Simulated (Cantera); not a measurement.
Adiabatic ignition

An adiabatic, constant-pressure homogeneous reactor starts with 7.99 % CH₃OH, 19.3 % O₂, 72.7 % N₂, at 1075 K and 1000000 Pa.

Computed with Cantera and GRI-Mech 3.0 (53 species, 325 reactions). GRI-Mech 3.0 was tuned for natural gas; its chemistry of methanol as a main component is partial and can be far from experiment.

| t (s) | T (K) | x CH₃OH | x O₂ | x NO | x O | x H₂O₂ | x CO₂ | x N₂O |
|---|---|---|---|---|---|---|---|---|
| 1.00e-6 | 1075 | 0.0799 | 0.193 | <1e-12 | <1e-12 | <1e-12 | 2.16e-11 | <1e-12 |
| 5.24e-6 | 1075 | 0.0799 | 0.193 | <1e-12 | <1e-12 | <1e-12 | 1.14e-10 | <1e-12 |
| 2.75e-5 | 1075 | 0.0799 | 0.193 | <1e-12 | <1e-12 | <1e-12 | 5.97e-10 | <1e-12 |
| 0.000144 | 1075 | 0.0799 | 0.193 | <1e-12 | <1e-12 | 2.48e-11 | 3.13e-9 | <1e-12 |
| 0.000756 | 1075 | 0.0799 | 0.193 | <1e-12 | <1e-12 | 2.43e-9 | 1.64e-8 | <1e-12 |
| 0.00397 | 1075 | 0.0799 | 0.193 | <1e-12 | <1e-12 | 1.16e-7 | 8.64e-8 | 2.60e-11 |
| 0.0208 | 2352 | <1e-12 | 0.0692 | 0.00164 | 0.000557 | 6.29e-7 | 0.0752 | 1.47e-6 |
| 0.109 | 2338 | <1e-12 | 0.0656 | 0.00890 | 0.000502 | 5.93e-7 | 0.0753 | 1.47e-6 |
| 0.572 | 2338 | <1e-12 | 0.0656 | 0.00891 | 0.000502 | 5.92e-7 | 0.0753 | 1.47e-6 |
| 3.00 | 2338 | <1e-12 | 0.0656 | 0.00891 | 0.000502 | 5.92e-7 | 0.0753 | 1.47e-6 |
x: mole fraction; the columns are a selection and need not sum to one.

```json
{
 "time_of_steepest_temperature_rise": "17.4 ms",
 "temperature at 3.00 s": "2338 K",
 "equilibrium_temperature": "2338 K",
 "x(CH₃OH) at 3.00 s": "<1e-12 (gas-phase equilibrium <1e-12)",
 "x(O₂) at 3.00 s": "0.0656 (gas-phase equilibrium 0.0656)",
 "x(NO) at 3.00 s": "0.00891 (gas-phase equilibrium 0.00891)"
}
```
